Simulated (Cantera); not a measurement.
## Equilibrium for boron, boron nitride and boron oxide: B2H6 + N2 + H2 + O2

A closed system holds: 1 mol B2H6, 4.4 mol N2, 5.9 mol H2, 0.5 mol O2, equilibrated at 38.0 Pa.

Method: chemical equilibrium by Gibbs-energy minimisation in Cantera with the NASA 1993 tables (ideal gas, pure condensed phases). Candidate condensed phases: B, BN, B2O3, B3O3H3, H2O; 39 gas species. The feed counts by its element totals alone. Mutual solubility and eutectic melting of coexisting phases are not modelled. The tables' values for BH2 are old estimates; treat these amounts as uncertain. Kinetics and transport are ignored.

```
T (°C)   x H2     x H   x N2    x BO       x B    x HBO  n BN(s)  n B(s)
------  -----  ------  -----  ------  --------  -------  -------  ------
1675    0.605  0.0451  0.282  0.0337  0.000101   0.0296    0.993       0
1725    0.570  0.0622  0.301  0.0385  0.000339   0.0243   0.0841   0.899
1775    0.550  0.0852  0.298  0.0432  0.000765   0.0201        0   0.973
1825    0.526   0.114  0.292  0.0469   0.00166   0.0163        0   0.955
1875    0.496   0.151  0.286  0.0496   0.00347   0.0129        0   0.921
1925    0.459   0.193  0.277  0.0510   0.00700  0.00994        0   0.858
1975    0.415   0.243  0.267  0.0514    0.0137  0.00752        0   0.737
2025    0.364   0.296  0.255  0.0507    0.0260  0.00554        0   0.506
2075    0.306   0.351  0.239  0.0488    0.0481  0.00394        0  0.0632
2125    0.257   0.410  0.229  0.0482    0.0502  0.00290        0       0
```
x: gas mole fraction; n: condensed amount in mol.

At 1675 °C the condensed part is BN(s). At 1725 °C the condensed part is B(s) + BN(s). From 1775 °C to 2075 °C the condensed part is B(s). At 2125 °C nothing is condensed. The main B-bearing gas is BO at 1675 °C and B at 2125 °C. The share of B in condensed phases is highest at 1675 °C (49.6 %) and lowest at 2125 °C (0.0 %).
